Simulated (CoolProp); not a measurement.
A closed Brayton cycle with dry air: compressor inlet 316.15 K and 3.6 MPa, high pressure 9.4 MPa, turbine inlet 920 K, compressor efficiency 0.85, turbine efficiency 0.93, recuperator effectiveness 0.9 (on enthalpy, no pinch check). Each further row changes one setting.

Model: reference Helmholtz-energy equation of state, Lemmon 2000, in CoolProp. It is a pseudo-pure fit of the blend.

```
case                           thermal efficiency (%)  net work (kJ/kg)  compressor to turbine work  compressor exit (K)  turbine exit (K)
-----------------------------  ----------------------  ----------------  --------------------------  -------------------  ----------------
as stated                                        37.7              93.7                        0.56                434.3             730.6
turbine inlet 870 K                              35.3               [?]                        0.59                434.3             689.3
compressor inlet 326.15 K                        36.4              89.7                        0.58                  [?]             730.6
high pressure 7.99 MPa                            [?]              83.8                         [?]                412.0             760.0
recuperator effectiveness 0.5                     [?]              93.7                        0.56                434.3             730.6
```

Problem. What belongs in the gaps?

Solution. 
- turbine inlet 870 K, net work (kJ/kg): 82.0
- compressor inlet 326.15 K, compressor exit (K): 447.8
- high pressure 7.99 MPa, thermal efficiency (%): 37.9
- high pressure 7.99 MPa, compressor to turbine work: 0.54
- recuperator effectiveness 0.5, thermal efficiency (%): 25.0
